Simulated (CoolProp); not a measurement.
Properties of n-butane along the isobar 43.6 bar.

Values from CoolProp's reference Helmholtz-energy equation of state, Bücker 2006.

| T (K) | phase | cv (kJ/(kg K)) | speed of sound (m/s) | conductivity (mW/(m K)) | Prandtl number | fugacity coefficient |
|---|---|---|---|---|---|---|
| 192.8 | liquid | 1.468 | 1503 | 155 | 7.60 | 0.0003122 |
| 200.1 | liquid | 1.477 | 1462 | 151 | 6.98 | 0.0005603 |
| 207.4 | liquid | 1.487 | 1422 | 148 | 6.46 | 0.0009584 |
| 214.6 | liquid | 1.499 | 1383 | 145 | 6.02 | 0.001561 |
| 221.9 | liquid | 1.512 | 1344 | 141 | 5.65 | 0.002464 |
| 229.2 | liquid | 1.527 | 1305 | 138 | 5.33 | 0.003759 |
| 236.5 | liquid | 1.543 | 1266 | 134 | 5.06 | 0.005559 |
| 243.8 | liquid | 1.561 | 1227 | 131 | 4.82 | 0.007993 |
| 251.1 | liquid | 1.580 | 1189 | 128 | 4.61 | 0.01120 |
| 258.3 | liquid | 1.599 | 1151 | 125 | 4.43 | 0.01528 |
| 265.6 | liquid | 1.620 | 1113 | 121 | 4.27 | 0.02051 |
| 272.9 | liquid | 1.643 | 1075 | 118 | 4.13 | 0.02698 |
| 280.2 | liquid | 1.666 | 1038 | 115 | 4.00 | 0.03488 |
| 287.5 | liquid | 1.690 | 1000 | 112 | 3.89 | 0.04436 |
| 294.8 | liquid | 1.714 | 963.2 | 109 | 3.78 | 0.05558 |
| 302 | liquid | 1.740 | 926.7 | 106 | 3.69 | 0.06848 |

Viscosity comes from a separate model (Vogel 1999). Thermal conductivity comes from a separate model (Perkins 2002).
